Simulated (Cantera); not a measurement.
A perfectly stirred reactor is fed with N2O = 1 (molar parts), at 50000 Pa; it is held at 1575 K, and followed from long to short residence time.

Computed with Cantera and GRI-Mech 3.0 (53 species, 325 reactions). GRI-Mech 3.0 was tuned for natural gas; its chemistry of N2O as a main component is partial and can be far from experiment. The temperature is held fixed by assumption; the heat of reaction is taken as removed at once.

Problem. Predict: x(N2O) at τ = 9.60 s; x(NO) at τ = 9.60 s; x(O2) at τ = 9.60 s; x(O) at τ = 9.60 s; x(NO2) at τ = 9.60 s; x(N2O) at τ = 46.0 ms; x(NO) at τ = 46.0 ms; x(O2) at τ = 46.0 ms; x(O) at τ = 46.0 ms; x(NO2) at τ = 46.0 ms.

Solution. 
| Quantity | Value |
|---|---|
| x(N2O) at τ = 9.60 s | 0.00185 |
| x(NO) at τ = 9.60 s | 0.0461 |
| x(O2) at τ = 9.60 s | 0.310 |
| x(O) at τ = 9.60 s | 1.96e-5 |
| x(NO2) at τ = 9.60 s | 0.000156 |
| x(N2O) at τ = 46.0 ms | 0.198 |
| x(NO) at τ = 46.0 ms | 0.135 |
| x(O2) at τ = 46.0 ms | 0.199 |
| x(O) at τ = 46.0 ms | 0.000110 |
| x(NO2) at τ = 46.0 ms | 0.000399 |
